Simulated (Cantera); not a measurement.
Cantera run, input and output.

```python
import numpy as np
import cantera as ct

gas = ct.Solution("SiF4_NH3_mec.yaml", "gas")
gas.TPX = 1600, 13332, {'NH3': 1, 'N2': 4.4}
reactor = ct.IdealGasConstPressureReactor(gas, energy="off", clone=False)
net = ct.ReactorNet([reactor])
net.rtol, net.atol = 1e-08, 1e-18
show = ['NH3', 'N', 'H', 'NH2', 'NH', 'N2']
times = np.geomspace(0.0006, 200, 13)

steps = ct.SolutionArray(gas, extra=["t"])
rows = []
print(f"{'t/s':>10s}{'T/K':>9s}{'P/Pa':>11s}" + "".join(f"{s:>11s}" for s in show))
for t in times:
    while net.time < t:
        t_next = net.step()
        steps.append(gas.state, t=t_next)
    rows.append([np.interp(t, steps.t, y) for y in (steps.T, steps.P, *steps(*show).X.T)])
    print(f"{t:10.3e}{rows[-1][0]:9.1f}{rows[-1][1]:11.4g}" + "".join(f"{x:11.3e}" for x in rows[-1][2:]))
rate = np.gradient(steps.T, steps.t)
print("integrator steps:", len(steps.t))
if steps.T.max() > steps.T[0] + 200:
    print(f"time of steepest temperature rise: {steps.t[rate.argmax()]:.4e} s")
gas.TPX = 1600, 13332, {'NH3': 1, 'N2': 4.4}
gas.equilibrate("TP")
print(f"equilibrium (TP): T = {gas.T:.1f} K  " + "  ".join(f"{s} {gas[s].X[0]:.3e}" for s in show))
```

Result:

```
       t/s      T/K       P/Pa        NH3          N          H        NH2         NH         N2
 6.000e-04   1600.0  1.333e+04  1.852e-01  8.275e-15  5.007e-09  1.309e-06  9.500e-11  8.148e-01
 1.731e-03   1600.0  1.333e+04  1.852e-01  2.946e-13  5.080e-09  3.784e-06  1.244e-09  8.148e-01
 4.996e-03   1600.0  1.333e+04  1.852e-01  5.794e-12  5.783e-09  1.090e-05  1.221e-08  8.148e-01
 1.442e-02   1600.0  1.333e+04  1.851e-01  3.873e-11  1.255e-08  3.086e-05  7.281e-08  8.148e-01
 4.160e-02   1600.0  1.333e+04  1.850e-01  2.960e-10  6.471e-08  6.717e-05  2.252e-07  8.148e-01
 1.200e-01   1600.0  1.333e+04  1.843e-01  1.189e-09  2.286e-07  7.400e-05  2.897e-07  8.146e-01
 3.464e-01   1600.0  1.333e+04  1.821e-01  3.947e-09  6.610e-07  7.090e-05  3.512e-07  8.140e-01
 9.996e-01   1600.0  1.333e+04  1.762e-01  1.126e-08  1.794e-06  6.527e-05  4.378e-07  8.124e-01
 2.884e+00   1600.0  1.333e+04  1.609e-01  2.202e-08  4.618e-06  5.719e-05  4.908e-07  8.084e-01
 8.324e+00   1600.0  1.333e+04  1.273e-01  2.831e-08  1.105e-05  4.564e-05  4.609e-07  7.994e-01
 2.402e+01   1600.0  1.333e+04  7.465e-02  2.659e-08  2.312e-05  2.935e-05  3.472e-07  7.854e-01
 6.931e+01   1600.0  1.333e+04  2.691e-02  1.896e-08  4.052e-05  1.295e-05  1.924e-07  7.728e-01
 2.000e+02   1600.0  1.333e+04  5.969e-03  9.130e-09  5.889e-05  3.688e-06  7.098e-08  7.672e-01
integrator steps: 1468
equilibrium (TP): T = 1600.0 K  NH3 6.102e-07  N 1.597e-12  H 7.256e-05  NH2 4.496e-10  NH 1.035e-11  N2 7.656e-01
```

Model: the gas-phase N/H chemistry of the illustrative SiF4/NH3 mechanism in the Surface Chemkin manual (1991), integrated in Cantera. Walls and surfaces, which speed up NH3 decomposition in real reactors, are not modelled.
